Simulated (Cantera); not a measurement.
## Thermodynamics of chemical vapour transport, feed MgO + H₂O + Br₂

A closed system holds: 1 mol MgO, 0.017 mol H₂O, 0.15 mol Br₂, at 240 Torr.

Cantera equilibrium calculation (NASA polynomials, part measured and part estimated; ideal gas, pure solids and liquids). Candidate condensed phases: Br₂, H₂O, Mg, MgBr₂, MgO, Mg(OH)₂; 20 gas species. Kinetics and transport are ignored.

| T (K) | log p Br₂ | log p Br | log p H₂O | log p HBr | log p O₂ | log p MgBr₂ | n MgO(s) |
|---|---|---|---|---|---|---|---|
| 823 | -0.54 | -3.61 | -1.50 | -2.81 | -3.41 | -9.04 | 1.00 |
| 973 | -0.55 | -2.66 | -1.53 | -2.28 | -2.88 | -6.74 | 1.00 |
| 1123 | -0.57 | -1.97 | -1.59 | -1.91 | -2.51 | -5.06 | 1.000 |
| 1273 | -0.62 | -1.45 | -1.71 | -1.67 | -2.27 | -3.81 | 1.000 |
| 1423 | -0.73 | -1.08 | -1.88 | -1.54 | -2.11 | -2.88 | 0.999 |
| 1573 | -0.93 | -0.83 | -2.06 | -1.52 | -1.98 | -2.24 | 0.996 |
| 1723 | -1.25 | -0.70 | -2.16 | -1.55 | -1.86 | -1.87 | 0.989 |
log p: log10 of the partial pressure in bar; n: condensed amount in mol.

From 823 K to 1723 K the condensed part is MgO(s).
